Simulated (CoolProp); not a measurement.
Properties of n-perfluorohexane along the isotherm 450 K.

Model: reference Helmholtz-energy equation of state, Gao 2022, in CoolProp.

| p (MPa) | phase | Z | cv (kJ/(kg K)) | speed of sound (m/s) | isothermal compressibility (1/MPa) | fugacity coefficient |
|---|---|---|---|---|---|---|
| 0.0551 | gas | 0.9890 | 0.9832 | 105.4 | 18.35 | 0.9891 |
| 0.113 | gas | 0.9773 | 0.9841 | … | 9.059 | 0.9777 |
| 0.232 | gas | … | 0.9859 | 101.7 | 4.533 | 0.9544 |
| 0.477 | gas | … | 0.9901 | 96.07 | 2.354 | 0.9068 |
| 0.979 | gas | … | 1.002 | 81.95 | 1.404 | … |
| 2.01 | supercritical | … | 1.058 | 66.70 | 0.4528 | 0.5913 |
| 4.13 | supercritical | 0.3283 | 1.032 | 162.8 | 0.04141 | 0.3450 |
| 8.48 | supercritical | 0.6078 | 1.023 | 250.2 | 0.01499 | 0.2327 |
| 17.4 | supercritical | … | 1.019 | 353.9 | … | 0.2085 |

Problem. What belongs in the gaps?

Solution. 
- 0.113, speed of sound (m/s): 104.2
- 0.232, Z: 0.9525
- 0.477, Z: 0.8983
- 0.979, Z: 0.7683
- 0.979, fugacity coefficient: 0.8103
- 2.01, Z: 0.2005
- 17.4, Z: 1.144
- 17.4, isothermal compressibility (1/MPa): 0.006697
